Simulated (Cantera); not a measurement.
# Iron carbonyl, mercury and lead vapours: Pb + O₂ + H₂

A closed system holds: 1 mol Pb, 0.11 mol O₂, 43 mol H₂, at 1.00 bar.

Cantera equilibrium calculation (NASA polynomials, part measured and part estimated; ideal gas, pure solids and liquids). Candidate condensed phases: H₂O, Pb, PbO, PbO₂, Pb₃O₄; 12 gas species. Equilibrium is a limit: real reactors are often held back by kinetics, nucleation or transport.

```csv
T (K),log p H₂,log p Pb,log p H₂O,log p H,log p Pb₂,log p PbO,n Pb(s),n Pb(l)
475,0.00,<-12,-2.29,<-12,<-12,<-12,1.00,0
550,0.00,<-12,-2.29,<-12,<-12,<-12,1.00,0
625,0.00,-10.63,-2.29,<-12,<-12,<-12,0,1.00
700,0.00,-8.95,-2.29,<-12,<-12,<-12,0,1.00
775,0.00,-7.60,-2.29,<-12,<-12,<-12,0,1.000
850,0.00,-6.50,-2.29,-10.69,<-12,<-12,0,1.000
925,0.00,-5.57,-2.29,-9.59,-11.60,<-12,0,1.000
1000,0.00,-4.79,-2.29,-8.65,-10.29,<-12,0,0.999
1075,0.00,-4.12,-2.29,-7.83,-9.17,-11.52,0,0.997
1150,0.00,-3.54,-2.29,-7.13,-8.20,-10.55,0,0.988
1225,0.00,-3.03,-2.29,-6.51,-7.35,-9.70,0,0.960
1300,0.00,-2.58,-2.29,-5.96,-6.60,-8.95,0,0.887
1375,-0.01,-2.18,-2.29,-5.47,-5.94,-8.28,0,0.716
```
log p: log10 of the partial pressure in bar; n: condensed amount in mol.

From 475 K to 550 K the condensed part is Pb(s). From 625 K to 1375 K the condensed part is Pb(l).
